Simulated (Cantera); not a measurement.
An adiabatic, constant-volume homogeneous reactor starts with CH3OH : O2 : N2 = 1 : 1.52 : 5.7 (molar parts), equivalence ratio 0.99, at 1575 K and 7500 Torr.

Model: GRI-Mech 3.0 (53 species, 325 reactions), integrated in Cantera. GRI-Mech 3.0 was tuned for natural gas; its chemistry of methanol as a main component is partial and can be far from experiment. Above 3000 K some thermodynamic fits are extrapolated.

**Question.** Predict: time of steepest temperature rise; temperature at 1.00 s; equilibrium temperature; x(O2) at 1.00 s; x(H) at 1.00 s.

**Answer.** 
| Property | Result |
|---|---|
| time of steepest temperature rise | 14.3 µs |
| temperature at 1.00 s | 3100 K |
| equilibrium temperature | 3100 K |
| x(O2) at 1.00 s | 0.0199 (gas-phase equilibrium 0.0199) |
| x(H) at 1.00 s | 0.00609 (gas-phase equilibrium 0.00609) |
